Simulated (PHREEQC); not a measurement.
A column of 0.1 m (40 cells, dispersivity 0.0035 m, 60 s a shift, diffusion coefficient 3e-10 m²/s) holds 0.0061 eq of the database's cation exchanger X per kg of pore water, first in equilibrium with 0.0029 mol ZnSO4 and 1e-05 mol HCl per kg of water. It is flushed with 0.00092 mol/kgw ZnCl2, 0.0014 mol/kgw MgSO4, 0.0058 mol/kgw KCl and 1e-05 mol/kgw HCl, at 25 °C. Values are for the last cell. No CO2 enters from the air. No solid was allowed to form.

The series has 33 steps of pore volumes, from 0 to 4.013.

The numbers come from PHREEQC with the ion-association model, phreeqc.dat.

**Question.** After how many pore volumes does K at the outlet first reach half of its feed value?

**Answer.** By 1.3 pore volumes.

**Question.** After how many pore volumes does Mg at the outlet first reach half of its feed value?

**Answer.** By 1.8 pore volumes.

Complexes and solids missing from the database can't appear.
